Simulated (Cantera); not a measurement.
An isothermal, constant-pressure homogeneous reactor starts with 11.5 % C₃H₈, 88.5 % H₂, at 1600 K and 1.01 bar.

Computed with Cantera and GRI-Mech 3.0 (53 species, 325 reactions). GRI-Mech 3.0 was tuned for natural gas; its chemistry of propane as a main component is partial and can be far from experiment. GRI-Mech 3.0 stops at C3 and has no aromatics, soot or wall deposition, so with more carbon than oxygen in the feed, carbon stays in small species such as C2H2 where larger ones or solid carbon would form.

One state of this run: x C₃H₈ = 2.75e-7; x H₂ = 0.802; x C₂H₄ = 0.0474; x C₂H₂ = 0.0501; x C₂H = 1.11e-8. x: mole fraction; the columns are a selection and need not sum to one.

Q: Which value of t (s) does it belong to?
A. 4.36
B. 10.0
C. 0.00109
D. 0.0688

A: C, 0.00109
